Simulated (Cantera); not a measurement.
## Ignition delay

Mixture: CH4 : O2 : N2 : CO2 = 1 : 2.33 : 8.74 : 0.41 (molar parts), equivalence ratio 0.86, at 28.6 atm, adiabatic and at constant volume. Ignition delay is the time to a rise of 400 K.

Detailed kinetics in Cantera: GRI-Mech 3.0 (53 species, 325 reactions). The pressure lies above the range GRI-Mech 3.0 was tuned for (to about 10 atm).

```csv
T0 (K),delay (ms)
1050,11.3
1150,2.57
1250,0.756
1350,0.262
1450,0.101
1550,0.0425
1650,0.0191
1750,0.00910
1850,0.00464
```

```
Item                                                     Value
--------------------------------------------------  ----------
apparent activation energy between 1650 and 1850 K  180 kJ/mol
```
